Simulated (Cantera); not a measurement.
Cantera run, input and output.

```python
import numpy as np
import cantera as ct

gas = ct.Solution("gri30.yaml", transport_model="multicomponent")
show = ['O', 'NH3', 'OH']

rows = []
print(f"{'T/K':>7s}{'rho':>11s}{'cp':>10s}{'mu':>11s}{'lambda':>11s}{'Pr':>7s}" + "".join(f"{'D_' + s:>11s}" for s in show))
for T in [400, 600, 800, 1000, 1200, 1400, 1600, 1800, 2000]:
    gas.TPX = T, 570000, {'O2': 0.38, 'NO': 0.66}
    Pr = gas.cp_mass * gas.viscosity / gas.thermal_conductivity
    D = [gas.mix_diff_coeffs_mole[gas.species_index(s)] for s in show]
    rows.append([gas.density, gas.cp_mass, gas.viscosity, gas.thermal_conductivity, Pr, *D])
    print(f"{T:7g}{gas.density:11.4e}{gas.cp_mass:10.1f}{gas.viscosity:11.4e}"
          f"{gas.thermal_conductivity:11.4e}{Pr:7.3f}" + "".join(f"{d:11.4e}" for d in D))
print("SI units: kg/m3, J/kg/K, Pa s, W/m/K, m2/s")
```

It prints:

```
    T/K        rho        cp         mu     lambda     Pr        D_O      D_NH3       D_OH
    400 5.2674e+00     976.8 2.4025e-05 3.2979e-02  0.712 9.4744e-06 6.7598e-06 9.2880e-06
    600 3.5116e+00    1026.4 3.1863e-05 4.6095e-02  0.709 1.8872e-05 1.4216e-05 1.8501e-05
    800 2.6337e+00    1078.0 3.8628e-05 5.8739e-02  0.709 3.0578e-05 2.3660e-05 2.9977e-05
   1000 2.1070e+00    1116.5 4.4734e-05 7.0498e-02  0.708 4.4365e-05 3.4849e-05 4.3492e-05
   1200 1.7558e+00    1142.1 5.0380e-05 8.1270e-02  0.708 6.0073e-05 4.7621e-05 5.8891e-05
   1400 1.5050e+00    1163.2 5.5683e-05 9.1529e-02  0.708 7.7587e-05 6.1861e-05 7.6060e-05
   1600 1.3169e+00    1180.7 6.0713e-05 1.0134e-01  0.707 9.6812e-05 7.7486e-05 9.4907e-05
   1800 1.1705e+00    1195.3 6.5519e-05 1.1076e-01  0.707 1.1767e-04 9.4430e-05 1.1536e-04
   2000 1.0535e+00    1207.7 7.0137e-05 1.1983e-01  0.707 1.4011e-04 1.1264e-04 1.3735e-04
SI units: kg/m3, J/kg/K, Pa s, W/m/K, m2/s
```

Computed with Cantera and GRI-Mech 3.0 (53 species, 325 reactions). The composition is frozen, though it would react at the higher temperatures.
